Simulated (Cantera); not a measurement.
**Formation from one mole of O2**

Cantera with NASA thermochemical tables; ideal gases at 1 bar, condensed phases pure. Values are per mole of reaction as written; species without (g) are pure solids or liquids, kept so even where they would boil at 1 bar.

0.8 V + O2(g) → 0.4 V2O5

```
T (K)  ΔH° (kJ)  ΔS° (J/K)  ΔG° (kJ)  log10 K  condensed phases
-----  --------  ---------  --------  -------  ----------------
300      -620.2     -176.0    -567.4    98.80     V(s), V2O5(s)
500      -618.5     -171.9    -532.6    55.64     V(s), V2O5(s)
650      -616.6     -168.4    -507.1    40.75     V(s), V2O5(s)
800      -614.5     -165.5    -482.0    31.47     V(s), V2O5(s)
950      -586.5     -135.7    -457.6    25.16     V(s), V2O5(l)
1100     -583.9     -133.2    -437.4    20.77     V(s), V2O5(l)
1250     -581.6     -131.2    -417.6    17.45     V(s), V2O5(l)
1400     -579.5     -129.6    -398.0    14.85     V(s), V2O5(l)
1550     -577.6     -128.4    -378.7    12.76     V(s), V2O5(l)
```

2 H2(g) + O2(g) → 2 H2O(g)

```tsv
T (K)	ΔH° (kJ)	ΔS° (J/K)	ΔG° (kJ)	log10 K
300	-483.7	-89.0	-457.0	79.57
500	-487.7	-99.2	-438.1	45.77
650	-490.4	-104.0	-422.8	33.98
800	-492.9	-107.4	-407.0	26.57
950	-495.1	-109.9	-390.6	21.48
1100	-496.9	-111.7	-374.0	17.76
1250	-498.4	-113.0	-357.2	14.92
1400	-499.7	-114.0	-340.1	12.69
1550	-500.7	-114.7	-323.0	10.88
```

4 Li + O2(g) → 2 Li2O

```json
[
 {"T (K)": "300", "ΔH° (kJ)": "-1197.4", "ΔS° (J/K)": "-245.9", "ΔG° (kJ)": "-1123.7", "log10 K": "195.65", "condensed phases": "Li(s), Li2O(s)"},
 {"T (K)": "500", "ΔH° (kJ)": "-1212.4", "ΔS° (J/K)": "-280.0", "ΔG° (kJ)": "-1072.4", "log10 K": "112.03", "condensed phases": "Li(l), Li2O(s)"},
 {"T (K)": "650", "ΔH° (kJ)": "-1213.1", "ΔS° (J/K)": "-281.3", "ΔG° (kJ)": "-1030.3", "log10 K": "82.79", "condensed phases": "Li(l), Li2O(s)"},
 {"T (K)": "800", "ΔH° (kJ)": "-1212.1", "ΔS° (J/K)": "-280.0", "ΔG° (kJ)": "-988.2", "log10 K": "64.52", "condensed phases": "Li(l), Li2O(s)"},
 {"T (K)": "950", "ΔH° (kJ)": "-1209.8", "ΔS° (J/K)": "-277.3", "ΔG° (kJ)": "-946.4", "log10 K": "52.03", "condensed phases": "Li(l), Li2O(s)"},
 {"T (K)": "1100", "ΔH° (kJ)": "-1205.6", "ΔS° (J/K)": "-274.0", "ΔG° (kJ)": "-904.2", "log10 K": "42.93", "condensed phases": "Li(l), Li2O(s)"},
 {"T (K)": "1250", "ΔH° (kJ)": "-1201.0", "ΔS° (J/K)": "-270.1", "ΔG° (kJ)": "-863.4", "log10 K": "36.08", "condensed phases": "Li(l), Li2O(s)"},
 {"T (K)": "1400", "ΔH° (kJ)": "-1195.7", "ΔS° (J/K)": "-266.1", "ΔG° (kJ)": "-823.1", "log10 K": "30.71", "condensed phases": "Li(l), Li2O(s)"},
 {"T (K)": "1550", "ΔH° (kJ)": "-1189.9", "ΔS° (J/K)": "-262.2", "ΔG° (kJ)": "-783.5", "log10 K": "26.40", "condensed phases": "Li(l), Li2O(s)"}
]
```
